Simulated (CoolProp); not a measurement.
Values from CoolProp's reference Helmholtz-energy equation of state, Marx 1992.

Q: For R113, give the phase and the cv (kJ/(kg K)), Joule-Thomson coefficient (K/MPa) at 226.85 °C and 0.011 MPa.

A: 
- 226.85 °C and 0.011 MPa: gas; cv 0.761, Joule-Thomson coefficient 8.33
